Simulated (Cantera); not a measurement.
An isothermal, constant-pressure homogeneous reactor starts with H₂ : O₂ = 0.0073 : 1 (molar parts), equivalence ratio 0.0037, at 1400 K and 0.0263 atm.

Model: GRI-Mech 3.0 (53 species, 325 reactions), integrated in Cantera. Radical loss at walls, strong at low pressure, is not modelled.

x: mole fraction; the columns are a selection and need not sum to one.

```
t (s)        x H₂   x O₂      x OH    x H₂O₂     x H₂O       x O
--------  -------  -----  --------  --------  --------  --------
1.00e-6   0.00725  0.993  1.67e-11    <1e-12    <1e-12  1.67e-11
3.62e-6   0.00725  0.993  1.99e-10    <1e-12  1.46e-12  1.99e-10
1.31e-5   0.00725  0.993   1.96e-9    <1e-12  5.54e-11   1.97e-9
4.73e-5   0.00725  0.993   1.30e-8  1.96e-12   1.50e-9   1.34e-8
0.000171  0.00725  0.993   7.25e-8  2.40e-11   3.07e-8   7.96e-8
0.000618  0.00725  0.993   9.99e-7  2.51e-10   1.05e-6   1.17e-6
0.00224   0.00503  0.991   0.00107   1.72e-8   0.00162   0.00152
0.00809   2.04e-5  0.986  0.000952   1.36e-8   0.00668   0.00623
0.0292          ?  0.987  0.000893   1.30e-8   0.00673         ?
0.106     1.19e-5  0.989  0.000729   1.11e-8   0.00685   0.00357
0.382           ?  0.991         ?         ?   0.00704         ?
1.38      7.39e-7  0.992  0.000182   2.29e-9   0.00718  0.000212
5.00      9.92e-8  0.993   6.70e-5  4.79e-10   0.00724   2.84e-5
```

Problem. Complete the blanks.

Solution. 
- 0.0292, x H₂: 1.79e-5
- 0.0292, x O: 0.00545
- 0.382, x H₂: 4.25e-6
- 0.382, x OH: 0.000437
- 0.382, x H₂O₂: 6.82e-9
- 0.382, x O: 0.00124
